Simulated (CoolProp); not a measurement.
Vapour pressure (MPa) of cyclopropane: the reference equation beside estimates from Tc = 398.7 K, pc = 5.605 MPa, ω = 0.131. Clausius-Clapeyron is anchored at 307.7 K with a constant enthalpy of vaporisation of 16.31 kJ/mol.

Computed with CoolProp (reference Helmholtz-energy equation of state, Polt 1992). This equation is an older, rougher fit; its heat capacities, sound speeds and derivatives of the liquid may be far off and weren't checked against measurements.

```tsv
T (K)	reference	Lee-Kesler	Clausius-Clapeyron	van der Waals	Redlich-Kwong	Soave-Redlich-Kwong	Peng-Robinson
292.7	0.6237	0.6221	0.6705	1.426	0.7235	0.6229	0.6195
300.2	0.7655	0.7644	0.7928	1.614	0.8812	0.7662	0.7607
307.7	0.9297	0.9290	0.9297	1.816	1.062	0.9327	0.9246
315.2	1.118	1.118	1.082	2.034	1.266	1.124	1.113
322.7	1.334	1.333	1.250	2.268	1.497	1.343	1.329
330.2	1.578	1.577	1.436	2.518	1.755	1.591	1.574
337.7	1.853	1.852	1.638	2.784	2.042	1.871	1.851
345.2	2.162	2.159	1.859	3.067	2.358	2.185	2.162
352.7	2.507	2.503	2.097	3.368	2.706	2.535	2.510
360.3	2.896	2.891	2.358	3.691	3.093	2.929	2.903
367.8	3.321	3.316	2.635	4.027	3.508	3.358	3.332
```

Absolute difference from the reference over all 11 rows, mean and median: Lee-Kesler 0.1 and 0.1 %, Clausius-Clapeyron 10.1 and 9.0 %, van der Waals 65.6 and 59.6 %, Redlich-Kwong 11.1 and 11.2 %, Soave-Redlich-Kwong 0.7 and 0.8 %, Peng-Robinson 0.3 and 0.3 %.
